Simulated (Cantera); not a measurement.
A closed system holds: 1 mol BCl3, 8.8 mol H2, 0.26 mol N2, held at 1500 K and 13.3 mbar.

Cantera equilibrium calculation (NASA polynomials, part measured and part estimated; ideal gas, pure solids and liquids). Candidate condensed phases: B, BN, NH4Cl; 21 gas species. Mutual solubility and eutectic melting of coexisting phases are not modelled. The tables' values for BCl, BCl2 are old estimates; treat these amounts as uncertain. Gases not in the tables: BHCl2. Kinetics and transport are ignored.

Base state: H2 0.730, HCl 0.258, BCl3 0.0110, BCl 0.000609, BCl2 0.000501, H 0.000130, Cl 3.71e-5 (mole fractions); condensed: B(s) + BN(s).

### Question
What changes in the equilibrium state with this change: BCl3 replaced by B?

### Answer
```
species       before     after
----------  --------  --------
H2             0.730     1.000
H           0.000130  0.000152
HCl            0.258         0
BCl3          0.0110         0
BCl         0.000609         0
BCl2        0.000501         0
Cl           3.71e-5         0
B(s), mol      0.356     0.480
BN(s), mol     0.520     0.520
```
